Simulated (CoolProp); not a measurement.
A single-stage vapour-compression cycle with the fluid: evaporating at 197.15 K (dew point), condensing at 221.15 K (bubble point), superheat 10 K, subcooling 8 K, compressor efficiency 0.75, no pressure losses. The same conditions are run with several fluids, on thermodynamics alone (safety and materials aside).

The numbers come from the reference Helmholtz-energy equation of state of each fluid (CH3F (R41): Lemmon 2006; R115: Lemmon 2016; R125: Lemmon 2005; R143a: Lemmon and Jacobsen 2000; R13: Platzer 1990; ethane: Bücker 2006) in CoolProp. The equations of Platzer and Polt are older, rougher fits.

Question: Rank CH3F (R41), R115, R125, R143a, R13, ethane by cooling COP, highest first.

Answer: R115 (5.93), R125 (5.86), R143a (5.80), R13 (5.74), ethane (5.66), CH3F (R41) (5.49)

```tsv
fluid	pressure ratio	discharge temperature (K)	refrigerating effect (kJ/kg)	volumetric capacity (kJ/m³)
CH3F (R41)	3.11	288.7	463	1090
R115	4.05	243.9	130	159
R125	4.09	251.0	167	241
R143a	3.92	259.1	232	236
R13	2.89	254.0	137	1170
ethane	2.69	262.7	446	1550
```
